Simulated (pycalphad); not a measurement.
Source of the numbers: pycalphad with the COST 507 light-alloy database (1999); pressure 1 atm. The database dates from 1999; later assessments differ in places, in temperatures and in the compounds included. Amounts are mole fractions of atoms.

Give the equilibrium state of Si-40.51Cu (wt.%) at 727 °C.

diamond (Si), fraction 0.696, with no Cu wt.%; CU19SI6_ETA, fraction 0.304, with 87.8 Cu wt.%.

Give the equilibrium state of Si-40.51Cu (wt.%) at 1177 °C.

liquid, fraction 0.642, with 56.1 Cu wt.%; diamond (Si), fraction 0.358, with no Cu wt.%.

Database names, with the compositions (at.%) that they take in these runs: CU19SI6_ETA: Cu 76 Si 24. An entry "none" or "no" means that the model of the phase leaves that element out.
